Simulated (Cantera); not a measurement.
An isothermal, constant-pressure homogeneous reactor starts with H2 : O2 : N2 = 0.51 : 1 : 4.2 (molar parts), equivalence ratio 0.26, at 1298 K and 0.296 atm. Integrator tolerance rtol = 1e-08.

Model: the H2/O2 subset of GRI-Mech 3.0, which has no nitrogen chemistry, integrated in Cantera. The temperature is held fixed by assumption; the heat of reaction is taken as removed at once.

What does this change do: temperature 1298 to 800 K?


```json
[
 {"quantity": "x(H2) at 6.00 s", "before": "3.89e-8 (gas-phase equilibrium 3.89e-8)", "after": "0.0893 (gas-phase equilibrium <1e-12)"},
 {"quantity": "x(O2) at 6.00 s", "before": "0.137 (gas-phase equilibrium 0.137)", "after": "0.175 (gas-phase equilibrium 0.137)"},
 {"quantity": "x(H) at 6.00 s", "before": "3.89e-10 (gas-phase equilibrium 3.89e-10)", "after": "6.50e-11 (gas-phase equilibrium <1e-12)"},
 {"quantity": "x(H2O) at 6.00 s", "before": "0.0935 (gas-phase equilibrium 0.0935)", "after": "1.89e-6 (gas-phase equilibrium 0.0935)"},
 {"quantity": "x(OH) at 6.00 s", "before": "1.21e-5 (gas-phase equilibrium 1.21e-5)", "after": "4.45e-12 (gas-phase equilibrium 1.03e-9)"},
 {"quantity": "x(H2O2) at 6.00 s", "before": "1.02e-9 (gas-phase equilibrium 1.02e-9)", "after": "1.46e-6 (gas-phase equilibrium 2.19e-12)"},
 {"quantity": "x(HO2) at 6.00 s", "before": "1.90e-8 (gas-phase equilibrium 1.90e-8)", "after": "4.30e-7 (gas-phase equilibrium 8.87e-12)"}
]
```
Below about 950 K walls govern HO2 and H2O2 in real vessels.
